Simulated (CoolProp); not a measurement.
Computed with CoolProp (reference Helmholtz-energy equation of state, de Reuck 1993).

**Question.** Give the vapour pressure (MPa), vapour density (kg/m³), liquid cp (kJ/(kg K)), surface tension (mN/m) of saturated methanol at 345.3 K.

**Answer.** 
```json
[
 {"T (K)": "345.3", "p (MPa)": "0.136", "vapour density (kg/m³)": "1.62", "liquid cp (kJ/(kg K))": "2.89", "surface tension (mN/m)": "18.1"}
]
```

Surface tension comes from a separate correlation (Mulero 2012).
